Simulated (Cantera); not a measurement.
A Cantera script and what it prints.

```python
import numpy as np
import cantera as ct

gas_names = [...]  # 140 gases of nasa_gas.yaml made of C, Fe, H, N, O
cond_names = """
    C(gr) C6H6(L) C7H8(L) C8H18(L),n-octa Fe(a) Fe(c) Fe(d) Fe(L) FeC5O5(L) FeO(s) FeO(L) Fe(OH)2(s)
    Fe(OH)3(s) Fe2O3(s) Fe3O4(s) H2O(s) H2O(L)
""".split()


# ... load() reads the species with a 1 bar reference pressure and builds the phases ...
atoms = {
    'Fe(CO)5': {'Fe': 1, 'C': 5, 'O': 5},
    'H2': {'H': 2},
    'N2': {'N': 2},
}
top_T = {'C(gr)': 4500, 'Fe2O3(s)': 1830, 'Fe3O4(s)': 1870}  # K; cautious upper limits of use, not melting points


# ... equilibrate(T, P, feed) seeds the gas with the atoms and calls Mixture.equilibrate('TP', solver="vcs", rtol=1e-11, max_steps=5000) ...
results = []
feed = {'Fe(CO)5': 1, 'H2': 8.3, 'N2': 0.38}  # mol
P = 62  # Pa
for T in [823, 873, 923, 973, 1023, 1073, 1123, 1173, 1223, 1273, 1323, 1373]:
    mix = equilibrate(T, P, feed)
    results.append((T, P, feed, dict(zip(mix.species_names, mix.species_moles))))

top = {s: max(r[3][s] / sum(r[3][g] for g in gas_names) for r in results) for s in gas_names}
cols = sorted((s for s in top if top[s] > 1e-05), key=lambda s: -top[s])[:7]
seen = [c for c in cond_names if any(r[3].get(c, 0) > 1e-12 for r in results)]
print("log10 of partial pressures in bar; condensed amounts in mol")
print(f"{'T/K':>10s}" + "".join(f"{s[:9]:>10s}" for s in cols + seen))
for T, P, feed, n in results:
    ng = sum(n[g] for g in gas_names)
    print(f"{T:10.4g}" + "".join(f"{np.log10(max(n[s] / ng * P / 1e5, 1e-99)):10.3f}" for s in cols)
          + "".join(f"{n.get(c, 0):10.4g}" for c in seen))
```

It prints:

```
log10 of partial pressures in bar; condensed amounts in mol
       T/K        H2        CO        N2       CO2       H2O       CH4         H     C(gr)     Fe(a)     Fe(c)
       823    -3.424    -3.653    -4.761    -5.627    -5.955    -6.877   -12.846   0.07322         1         0
       873    -3.424    -3.647    -4.763    -6.239    -6.443    -7.197   -12.042   0.01926         1         0
       923    -3.425    -3.645    -4.764    -6.792    -6.881    -7.483   -11.324  0.005733         1         0
       973    -3.425    -3.645    -4.764    -7.289    -7.276    -7.740   -10.678  0.001897         1         0
      1023    -3.425    -3.645    -4.764    -7.736    -7.632    -7.974   -10.095 0.0006723         1         0
      1073    -3.425    -3.645    -4.764    -8.141    -7.955    -8.187    -9.566  0.000233         1         0
      1123    -3.425    -3.645    -4.764    -8.509    -8.250    -8.382    -9.083 4.719e-05         1         0
      1173    -3.425    -3.645    -4.764    -8.739    -8.414    -8.665    -8.641         0         1         0
      1223    -3.425    -3.645    -4.764    -8.850    -8.465    -9.026    -8.234         0         0         1
      1273    -3.425    -3.645    -4.764    -8.925    -8.486    -9.385    -7.859         0         0         1
      1323    -3.425    -3.645    -4.764    -8.982    -8.493    -9.728    -7.512         0         0         1
      1373    -3.425    -3.645    -4.764    -9.029    -8.495   -10.052    -7.190         0         0    0.9998
```

Equilibrium computed with Cantera from the NASA thermochemical tables; the gas is ideal and each condensed phase is pure. Condensed phases not in the tables: cementite and carbon dissolved in iron.
